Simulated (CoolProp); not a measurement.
Vapour-liquid equilibrium of CHF3 (R23) (1) + R13 (2) at 218.4 K; x and y are mole fractions of (1).

Model: multi-fluid Helmholtz-energy mixture model, Penoncello 2003 and Platzer 1990; pair parameters Bell 2016, in CoolProp. This equation is an older, rougher fit; its heat capacities, sound speeds and derivatives of the liquid may be far off and weren't checked against measurements.

| x | bubble pressure, mixture model (MPa) | bubble pressure, Raoult's law (MPa) | y, mixture model | y, Raoult's law |
|---|---|---|---|---|
| 0.05 | 0.3814 | 0.3499 | 0.123 | 0.056 |
| 0.125 | 0.4190 | 0.3533 | 0.247 | 0.139 |
| 0.2 | 0.4452 | 0.3567 | 0.331 | 0.220 |
| 0.275 | 0.4631 | 0.3601 | 0.394 | 0.300 |
| 0.35 | 0.4751 | 0.3634 | 0.445 | 0.378 |
| 0.425 | 0.4827 | 0.3668 | 0.488 | 0.455 |
| 0.5 | 0.4867 | 0.3702 | 0.528 | 0.530 |
| 0.575 | 0.4876 | 0.3736 | 0.567 | 0.605 |
| 0.65 | 0.4852 | 0.3770 | 0.609 | 0.677 |
| 0.725 | 0.4789 | 0.3804 | 0.656 | 0.749 |
| 0.8 | 0.4675 | 0.3837 | 0.714 | 0.819 |
| 0.875 | 0.4490 | 0.3871 | 0.790 | 0.888 |
| 0.95 | 0.4200 | 0.3905 | 0.897 | 0.955 |

The largest gap from Raoult's law is +31.6 % in bubble pressure, at x = 0.425. y crosses x between x = 0.5 and 0.575: the model has an azeotrope there.

Pair parameters are fitted to limited data, so mixtures are less certain than the pure fluids.
